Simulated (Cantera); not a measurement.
Mixture: 12.7 % CH4, 0.494 % H2, 18.2 % O2, 68.6 % N2, at 10.0 bar, adiabatic and at constant pressure. Ignition delay is the time to a rise of 400 K.

Cantera simulation using GRI-Mech 3.0 (53 species, 325 reactions); the numbers are that mechanism's predictions, not measurements.

Q: Predict: delay at 1150 K; delay at 1250 K; delay at 1350 K; delay at 1450 K; delay at 1550 K; apparent activation energy between 1450 and 1550 K.

A: 
```
Property                                                Result
--------------------------------------------------  ----------
delay at 1150 K                                        5.19 ms
delay at 1250 K                                        1.96 ms
delay at 1350 K                                       0.739 ms
delay at 1450 K                                       0.285 ms
delay at 1550 K                                       0.115 ms
apparent activation energy between 1450 and 1550 K  170 kJ/mol
```
